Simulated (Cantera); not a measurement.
Standard-state values (1 bar) from the NASA 1993 polynomials, evaluated with Cantera. Values are per mole of reaction as written; species without (g) are pure solids or liquids, kept so even where they would boil at 1 bar.

2 NF3(g) → N2(g) + 3 F2(g)

```tsv
T (K)	ΔH° (kJ)	ΔS° (J/K)	ΔG° (kJ)	log10 K
1225	(withheld)	(withheld)	(withheld)	(withheld)
1250	253.9	269.3	-82.7	3.46
1275	253.5	268.9	-89.4	3.66
1300	253.0	268.6	-96.1	3.86
1325	252.6	268.3	-102.9	4.05
1350	(withheld)	(withheld)	(withheld)	(withheld)
1375	251.7	267.6	-116.3	4.42
1400	251.3	267.3	-122.9	4.59
1425	250.9	267.0	-129.6	4.75
1450	250.4	266.7	-136.3	4.91
```

Problem. Some entries are withheld; supply them.

Solution. 
- 1225, ΔH° (kJ): 254.3
- 1225, ΔS° (J/K): 269.6
- 1225, ΔG° (kJ): -76.0
- 1225, log10 K: 3.24
- 1350, ΔH° (kJ): 252.2
- 1350, ΔS° (J/K): 267.9
- 1350, ΔG° (kJ): -109.6
- 1350, log10 K: 4.24
